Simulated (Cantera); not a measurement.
Charge: 1 mol Fe2O3, 1.3 mol H2O, 0.14 mol H2, held at 10.0 mbar.

These are equilibrium values from Cantera (NASA tables, ideal gas, pure condensed phases), not measurements of a reactor. Candidate condensed phases: Fe, FeO, Fe(OH)2, Fe(OH)3, Fe2O3, Fe3O4, H2O; 12 gas species. Equilibrium is a limit: real reactors are often held back by kinetics, nucleation or transport. All values below are at 675 °C.

Base state: H2O 1.000, H2 1.46e-5 (mole fractions); condensed: Fe2O3(s) + Fe3O4(s).

Task: What changes in the equilibrium state with this change: 0.0017 mol H2S added?

Result: 
```tsv
species	before	after
H2O	1.000	0.999
SO2	0	0.00118
H2	1.46e-5	1.46e-5
Fe2O3(s), mol	0.580	0.565
Fe3O4(s), mol	0.280	0.290
```
Further candidate phases: FeS, FeSO4, FeS2, Fe2(SO4)3, H2SO4, S.
